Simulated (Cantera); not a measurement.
## Ignition delay

Mixture: H2 : O2 : N2 : H2O = 1 : 0.833 : 2.17 : 0.42 (molar parts), equivalence ratio 0.60, at 57000 Pa, adiabatic and at constant pressure. Ignition delay is the time to a rise of 400 K.

Cantera simulation using GRI-Mech 3.0 (53 species, 325 reactions); the numbers are that mechanism's predictions, not measurements. Where the delays flatten at high temperature, the 400 K rule measures the pace of heat release, not the induction time.

```tsv
T0 (K)	delay (ms)
1225	0.0700
1275	0.0573
1325	0.0488
1375	0.0431
1425	0.0393
1475	0.0369
1525	0.0355
1575	0.0350
```
